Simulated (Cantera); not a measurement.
Charge: 1 mol HMDSO, 5.5 mol O2, 2.9 mol CO2, equilibrated at 0.480 Torr.

Equilibrium computed with Cantera from the NASA thermochemical tables; the gas is ideal and each condensed phase is pure. Candidate condensed phases: C, C6H6, C7H8, C8H18, H2O, Si, SiC, SiO2; 123 gas species. The feed counts by its element totals alone. The tables hold silica as quartz up to 1696 K and as liquid above; real silica turns to tridymite and cristobalite and melts near 1996 K. Rates play no part.

x: gas mole fraction; n: condensed amount in mol.

```tsv
T (°C)	x CO	x H2	x H2O	x CO2	x H	x SiO	x OH	n SiO2(β-quartz)	n SiO2(condensed)
675	0.332	0.394	0.109	0.165	1.30e-8	<1e-12	5.19e-12	2.00	0
775	0.353	0.374	(withheld)	(withheld)	(withheld)	<1e-12	(withheld)	2.00	0
875	0.369	0.357	0.146	0.128	1.69e-6	9.87e-12	4.13e-9	2.00	0
975	0.383	0.343	0.159	0.114	1.08e-5	8.62e-10	5.13e-8	2.00	0
1075	0.394	0.332	0.170	0.103	5.27e-5	3.86e-8	4.35e-7	2.00	0
1175	0.403	0.323	0.179	0.0943	0.000207	1.01e-6	2.74e-6	2.00	0
1275	0.410	0.316	0.187	0.0870	0.000684	1.74e-5	1.35e-5	2.00	0
1375	0.416	0.309	0.193	0.0810	(withheld)	(withheld)	(withheld)	2.00	0
1475	0.419	0.300	0.198	0.0764	0.00495	0.00183	0.000190	0	1.97
```

Some entries are withheld; supply them.


- 1375, x H: 0.00196
- 1375, x SiO: 0.000209
- 1375, x OH: 5.48e-5
- 775, x H2O: 0.129
- 775, x CO2: 0.145
- 775, x H: 1.87e-7
- 775, x OH: 2.03e-10
